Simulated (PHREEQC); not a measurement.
Consider water at 25 °C with 1.9 mmol/kgw Sr(OH)2. Closed to the air; pH follows from the charge balance.

All values are PHREEQC results (ion-association model, wateq4f.dat), not measurements.

Each row changes one thing in this solution. No solid was allowed to form.

```json
[
 {"case": "as made", "pH": "11.54", "SrOH+ (mol/kgw)": "2.65e-5"},
 {"case": "diluted 10-fold with water", "pH": "10.57", "SrOH+ (mol/kgw)": "3.31e-7"},
 {"case": "Sr(OH)2 from 0.0019 to 0.00171 mol/kgw", "pH": "11.50", "SrOH+ (mol/kgw)": "2.18e-5"},
 {"case": "0.00037 mol/kgw KCl added", "pH": "11.54", "SrOH+ (mol/kgw)": "2.62e-5"},
 {"case": "temperature from 25 to 20 °C", "pH": "[?]", "SrOH+ (mol/kgw)": "3.88e-5"},
 {"case": "Sr(OH)2 replaced by SrCl2 at the same molality", "pH": "7.00", "SrOH+ (mol/kgw)": "7.65e-10"},
 {"case": "Sr(OH)2 from 0.0019 to 0.00019 mol/kgw", "pH": "10.57", "SrOH+ (mol/kgw)": "3.31e-7"},
 {"case": "Sr(OH)2 from 0.0019 to 0.019 mol/kgw", "pH": "[?]", "SrOH+ (mol/kgw)": "[?]"}
]
```

Task: What belongs in the gaps?

Result: 
- temperature from 25 to 20 °C, pH: 11.71
- Sr(OH)2 from 0.0019 to 0.019 mol/kgw, pH: 12.47
- Sr(OH)2 from 0.0019 to 0.019 mol/kgw, SrOH+ (mol/kgw): 0.00150

Species that the database lacks are ignored.
